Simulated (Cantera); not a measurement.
A perfectly stirred reactor is fed with CO : H2 : O2 : N2 = 1 : 0.052 : 1.12 : 10.9 (molar parts), equivalence ratio 0.47, at 220000 Pa; it is adiabatic with a 800 K inlet, and is followed from long to short residence time, starting on the burning branch (τ in s: 0.44, 0.18, 0.073, 0.03, 0.012, 0.0049, 0.002, 0.00083, 0.00034, 0.00014, 5.6e-05, 2.3e-05, 9.4e-06).

Computed with Cantera and GRI-Mech 3.0 (53 species, 325 reactions). The hydrogen kinetics of GRI-Mech 3.0 are dated; newer H2 mechanisms differ, most at raised pressure.

x: mole fraction; the columns are a selection and need not sum to one.

```csv
τ (s),T (K),x CO,x H2,x O2,x H2O2,x H2O,x H
0.44,1466,0.000494,3.94e-6,0.0475,2.06e-8,0.00410,1.70e-6
0.18,1462,0.000911,7.06e-6,0.0477,3.35e-8,0.00409,4.00e-6
0.073,1455,0.00169,1.27e-5,0.0480,5.45e-8,0.00406,9.37e-6
0.030,1443,0.00313,2.25e-5,0.0486,8.75e-8,0.00403,2.11e-5
0.012,1419,___,___,0.0499,___,0.00397,___
0.0049,1369,0.0122,7.55e-5,0.0527,2.45e-7,0.00390,8.52e-5
0.0020,800,0.0765,0.00398,0.0857,<1e-12,1.38e-11,<1e-12
0.00083,800,0.0765,0.00398,0.0857,<1e-12,4.27e-12,<1e-12
0.00034,800,0.0765,0.00398,0.0857,<1e-12,1.37e-12,<1e-12
0.00014,800,0.0765,0.00398,0.0857,<1e-12,<1e-12,<1e-12
5.6e-5,800,0.0765,0.00398,0.0857,<1e-12,<1e-12,<1e-12
2.3e-5,800,0.0765,0.00398,0.0857,<1e-12,<1e-12,<1e-12
9.4e-6,800,0.0765,0.00398,0.0857,<1e-12,<1e-12,<1e-12
```

Task: Fill in the missing entries.

Result: 
- 0.012, x CO: 0.00600
- 0.012, x H2: 4.05e-5
- 0.012, x H2O2: 1.43e-7
- 0.012, x H: 4.59e-5
